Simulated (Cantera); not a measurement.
**Thermodynamics of silicon etching in halogen gases, feed Si + F2**

Feed: 1 mol Si, a varied amount of F2, held at 502 °C and 0.0830 bar.

Cantera equilibrium calculation (NASA polynomials, part measured and part estimated; ideal gas, pure solids and liquids). Candidate condensed phases: Si; 9 gas species. The tables' values for SiF3 are old estimates; treat these amounts as uncertain. Kinetics and transport are ignored.

| n(F2) (mol) | log p SiF4 | log p F2 | log p F | log p SiF3 | n Si(s) |
|---|---|---|---|---|---|
| 0.85 | -1.08 | <-13 | <-13 | -5.90 | 0.575 |
| 1.7 | -1.08 | <-13 | <-13 | -5.90 | 0.150 |
| 2.5 | -1.26 | -1.57 | -3.04 | <-13 | 0 |
| 3.3 | -1.45 | -1.34 | -2.92 | <-13 | 0 |
| 4.1 | -1.58 | -1.26 | -2.88 | <-13 | 0 |
| 4.9 | -1.68 | -1.22 | -2.86 | <-13 | 0 |
| 5.7 | -1.76 | -1.19 | -2.85 | <-13 | 0 |
| 6.5 | -1.83 | -1.18 | -2.84 | <-13 | 0 |
log p: log10 of the partial pressure in bar; n: condensed amount in mol.

From 0.85 mol F2 to 1.7 mol F2 the condensed part is Si(s). From 2.5 mol F2 to 6.5 mol F2 nothing is condensed. The main Si-bearing gas is SiF4 throughout.
